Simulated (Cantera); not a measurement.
Feed: 1 mol BN, 6 mol HCl, 39 mol N2.

Method: chemical equilibrium by Gibbs-energy minimisation in Cantera with the NASA 1993 tables (ideal gas, pure condensed phases). Candidate condensed phases: B, BN, NH4Cl; 21 gas species. The tables' values for BCl2 are old estimates. Equilibrium is a limit: real reactors are often held back by kinetics, nucleation or transport.

Stable condensed phases, one row left out:

```
T in °C \ P in Pa
              1    6.8     46    320   2200  15000 100000
   1477       A      A      B      B      B      B      B
   1402       A      B      B      B      B      B      B
   1252       B      B      B      B      B      B      B
   1177       B      B      B      B      B      B      B
   1102       B      B      B      B      B      B      B
   1027       B      B      B      B      B      B      B
    952       B      B      B      B      B      B      B
    877       B      B      B      B      B      B      B
    802       B      B      B      B      B      B      B
    727       B      B      B      B      B      B      B
    652       B      B      B      B      B      B      B
```

A: gas only; B: BN.

### Question
Give the row for 1327 °C.

### Answer
1: BN; 6.8: BN; 46: BN; 320: BN; 2200: BN; 15000: BN; 100000: BN.
